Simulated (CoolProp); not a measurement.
Vapour-liquid equilibrium of R114 (1) + R113 (2) at 0.952 MPa; x and y are mole fractions of (1).

The numbers come from the multi-fluid Helmholtz-energy mixture model, Platzer 1990 and Marx 1992; pair parameters Bell 2016 in CoolProp. This equation is an older, rougher fit; its heat capacities, sound speeds and derivatives of the liquid may be far off and weren't checked against measurements.

| x | bubble temperature (K) | y at the bubble point | dew temperature at overall composition x (K) | liquid density (mol/L) |
|---|---|---|---|---|
| 0.05 | 405.8 | 0.104 | 408.0 | 6.739 |
| 0.125 | 400.1 | 0.245 | 405.0 | [?] |
| 0.2 | 394.6 | 0.367 | 402.0 | 6.892 |
| 0.275 | 389.5 | 0.473 | 398.8 | 6.961 |
| 0.35 | 384.7 | 0.565 | 395.4 | 7.024 |
| 0.425 | 380.3 | 0.644 | 391.9 | 7.082 |
| 0.5 | 376.1 | 0.713 | [?] | 7.134 |
| 0.575 | 372.2 | 0.772 | 384.2 | 7.180 |
| 0.65 | 368.5 | 0.824 | 379.9 | 7.222 |
| 0.725 | 365.1 | 0.870 | 375.3 | [?] |
| 0.8 | 361.9 | 0.910 | 370.3 | 7.291 |
| 0.875 | 358.9 | 0.947 | 364.7 | 7.319 |
| 0.95 | 356.0 | 0.980 | 358.6 | 7.342 |

**Question.** Complete the blanks.

**Answer.** 
- 0.125, liquid density (mol/L): 6.818
- 0.5, dew temperature at overall composition x (K): 388.2
- 0.725, liquid density (mol/L): 7.259

No azeotrope shows between x = 0.05 and 0.95.

Pair parameters are fitted to limited data, so mixtures are less certain than the pure fluids.
